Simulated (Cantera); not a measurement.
Input (Python, Cantera) and output of one run.

```python
import numpy as np
import cantera as ct

gas_names = """
    CL CL2 H HCL H2 N NH NH2 NH3 N2 N2H2 N2H4 Si SiCL SiCL2 SiCL3 SiCL4 SiH SiHCL3 SiH2 SiH2CL2 SiH3
    SiH3CL SiH4 SiN Si2 Si2N Si3
""".split()
cond_names = """
    NH4CL(a) NH4CL(b) Si(cr) Si(L) Si3N4(a)
""".split()


# ... load() reads the species with a 1 bar reference pressure and builds the phases ...
atoms = {
    'Si': {'Si': 1},
    'HCl': {'H': 1, 'CL': 1},
    'N2': {'N': 2},
}
top_T = {'Si3N4(a)': 2400}  # K; cautious upper limits of use, not melting points


# ... equilibrate(T, P, feed) seeds the gas with the atoms and calls Mixture.equilibrate('TP', solver="vcs", rtol=1e-11, max_steps=5000) ...
results = []
feed = {'Si': 1, 'HCl': 1.2, 'N2': 0.12}  # mol
T = 798.15  # K
for P in [1, 10, 100, 1000, 10000, 100000]:
    mix = equilibrate(T, P, feed)
    results.append((T, P, feed, dict(zip(mix.species_names, mix.species_moles))))

top = {s: max(r[3][s] / sum(r[3][g] for g in gas_names) for r in results) for s in gas_names}
cols = sorted((s for s in top if top[s] > 0.001), key=lambda s: -top[s])[:7]
seen = [c for c in cond_names if any(r[3].get(c, 0) > 1e-12 for r in results)]
print("log10 of partial pressures in bar; condensed amounts in mol")
print(f"{'P/Pa':>10s}" + "".join(f"{s[:9]:>10s}" for s in cols + seen))
for T, P, feed, n in results:
    ng = sum(n[g] for g in gas_names)
    print(f"{P:10.4g}" + "".join(f"{np.log10(max(n[s] / ng * P / 1e5, 1e-99)):10.3f}" for s in cols)
          + "".join(f"{n.get(c, 0):10.4g}" for c in seen))
```

It prints:

```
log10 of partial pressures in bar; condensed amounts in mol
      P/Pa        H2     SiCL4    SiHCL3       HCL   SiH2CL2     SiCL3     SiCL2    Si(cr)  Si3N4(a)
         1    -5.190    -5.498    -7.169    -6.573    -9.934    -7.750    -7.948    0.5236      0.06
        10    -4.186    -4.496    -5.915    -5.821    -8.429    -6.998    -7.447    0.5203      0.06
       100    -3.185    -3.501    -4.668    -5.071    -6.930    -6.252    -6.950    0.5169      0.06
      1000    -2.187    -2.514    -3.429    -4.325    -5.438    -5.511    -6.456    0.5125      0.06
     1e+04    -1.192    -1.538    -2.200    -3.584    -3.956    -4.780    -5.968    0.5061      0.06
     1e+05    -0.201    -0.580    -0.986    -2.849    -2.486    -4.061    -5.489    0.4962      0.06
```

Method: chemical equilibrium by Gibbs-energy minimisation in Cantera with the NASA 1993 tables (ideal gas, pure condensed phases). N2 is the only nitrogen source here; it is nearly inert below about 1500 K, so the nitride shown seldom forms there in practice. The tables' values for SiCl3 are old estimates; treat these amounts as uncertain.
